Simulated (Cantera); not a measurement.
Cantera with NASA thermochemical tables; ideal gases at 1 bar, condensed phases pure. Values are per mole of reaction as written; species without (g) are pure solids or liquids, kept so even where they would boil at 1 bar.

2 FeCl3(g) ⇌ 2 FeCl2 + Cl2(g)

| T (K) | ΔH° (kJ) | ΔS° (J/K) | ΔG° (kJ) | log10 K | condensed phases |
|---|---|---|---|---|---|
| 375 | (withheld) | (withheld) | (withheld) | (withheld) | FeCl2(s) |
| 575 | -167.6 | -206.4 | -48.9 | 4.45 | FeCl2(s) |
| 775 | (withheld) | (withheld) | (withheld) | (withheld) | FeCl2(s) |
| 975 | (withheld) | (withheld) | (withheld) | (withheld) | FeCl2(l) |
| 1175 | (withheld) | (withheld) | (withheld) | (withheld) | FeCl2(l) |

Complete the blanks.


- 375, ΔH° (kJ): -174.9
- 375, ΔS° (J/K): -221.9
- 375, ΔG° (kJ): -91.7
- 375, log10 K: 12.77
- 775, ΔH° (kJ): -159.4
- 775, ΔS° (J/K): -194.2
- 775, ΔG° (kJ): -8.9
- 775, log10 K: 0.60
- 975, ΔH° (kJ): -63.7
- 975, ΔS° (J/K): -92.6
- 975, ΔG° (kJ): 26.6
- 975, log10 K: -1.42
- 1175, ΔH° (kJ): -48.4
- 1175, ΔS° (J/K): -78.3
- 1175, ΔG° (kJ): 43.6
- 1175, log10 K: -1.94
